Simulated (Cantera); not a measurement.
A perfectly stirred reactor is fed with H₂ : O₂ : N₂ = 1.1 : 1 : 1.4 (molar parts), equivalence ratio 0.55, at 0.930 bar; it is held at 1073 K, and followed from long to short residence time.

Detailed kinetics in Cantera: the H2/O2 subset of GRI-Mech 3.0, which has no nitrogen chemistry. The temperature is held fixed by assumption; the heat of reaction is taken as removed at once.

| quantity | before | after |
|---|---|---|
| x(H₂) at τ = 3.30 s | 0.00276 | 0.000224 |
| x(O₂) at τ = 3.30 s | 0.154 | 0.153 |
| x(O) at τ = 3.30 s | 6.90e-7 | 1.10e-6 |
| x(H₂O) at τ = 3.30 s | 0.370 | 0.373 |
| x(H₂O₂) at τ = 3.30 s | 1.98e-5 | 3.23e-7 |
| x(H₂) at τ = 27.0 ms | 0.0620 | 0.00411 |
| x(O₂) at τ = 27.0 ms | 0.178 | 0.154 |
| x(O) at τ = 27.0 ms | 9.14e-6 | 5.98e-5 |
| x(H₂O) at τ = 27.0 ms | 0.299 | 0.368 |
| x(H₂O₂) at τ = 27.0 ms | 0.000472 | 1.17e-5 |

Name the change that produced these shifts.
A. temperature 1073 to 1150 K
B. temperature 1073 to 1175 K
C. temperature 1073 to 1200 K
D. O2 1 to 0.28 parts

C, temperature 1073 to 1200 K
